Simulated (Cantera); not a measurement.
Charge: 1 mol Si, 0.89 mol Cl2, 5.5 mol H2, at 775 K and 2630 Torr.

Method: chemical equilibrium by Gibbs-energy minimisation in Cantera with the NASA 1993 tables (ideal gas, pure condensed phases). Candidate condensed phases: Si; 19 gas species. Equilibrium is a limit: real reactors are often held back by kinetics, nucleation or transport.

Base state: H2 0.911, SiHCl3 0.0431, SiCl4 0.0416, SiH2Cl2 0.00344, HCl 0.000569, SiH3Cl 6.23e-5 (mole fractions); condensed: Si(s).

**Question.** What changes in the equilibrium state with this change: temperature from 775 K to 875 K?

**Answer.** 
```
species       before    after
----------  --------  -------
H2             0.911    0.910
SiCl4         0.0416   0.0421
SiHCl3        0.0431   0.0416
HCl         0.000569  0.00202
SiCl3        9.92e-6  6.44e-5
SiH3Cl       6.23e-5  8.17e-5
SiH2Cl2      0.00344  0.00376
Si(s), mol     0.482    0.485
```
The tables' values for SiCl3 are old estimates; treat these amounts as uncertain.
